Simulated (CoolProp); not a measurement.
Computed with CoolProp (reference Helmholtz-energy equation of state, Lemmon 2006). It is a short technical equation, of lower accuracy than the large ones.

### Question
Give the vapour pressure (kPa), liquid density (kg/m³), enthalpy of vaporisation (kJ/kg), liquid cp (kJ/(kg K)) of saturated carbon monoxide at -165.25 °C.

### Answer
```tsv
T (°C)	p (kPa)	liquid density (kg/m³)	enthalpy of vaporisation (kJ/kg)	liquid cp (kJ/(kg K))
-165.25	936	661	167	2.49
```
